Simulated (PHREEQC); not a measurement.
**Copper plating or etch bath (model solution)**

A solution holds 0.0014 mol Cu(BF4)2 and 0.00038 mol KCl per kg of water, at 25 °C. Closed to the air; pH follows from the charge balance.

All values are PHREEQC results (ion-association model, wateq4f.dat), not measurements.

Each row changes one thing in this solution. This is a speciation only: nothing precipitates in the calculation.

```tsv
case	pH	ionic strength (mol/kgw)	HF (mol/kgw)	F- (mol/kgw)	HF2- (mol/kgw)	H2F2 (mol/kgw)
as made	3.04	0.00549	0.00240	0.00191	1.76e-5	1.50e-5
KCl replaced by HCl at the same molality	2.97	0.00529	0.00253	0.00169	…	…
Cu(BF4)2 from 0.0014 to 0.00154 mol/kgw	3.03	0.00592	0.00248	0.00194	1.85e-5	1.61e-5
Cu(BF4)2 replaced by KHF2 at the same molality	3.42	0.00218	0.000984	0.00180	6.79e-6	…
KCl replaced by CdCl2 at the same molality	3.04	0.00620	0.00239	0.00191	1.75e-5	1.50e-5
Cu(BF4)2 replaced by H2SiF6 at the same molality	2.62	0.00386	0.00203	0.000610	4.75e-6	1.07e-5
```

Some entries are withheld; supply them.


- KCl replaced by HCl at the same molality, HF2- (mol/kgw): 1.64e-5
- KCl replaced by HCl at the same molality, H2F2 (mol/kgw): 1.66e-5
- Cu(BF4)2 replaced by KHF2 at the same molality, H2F2 (mol/kgw): 2.53e-6

Some of these states are supersaturated (in Quartz (slow to form), Chalcedony (slow to form), for instance). Real BF4- forms and hydrolyses slowly; the run takes it at equilibrium.
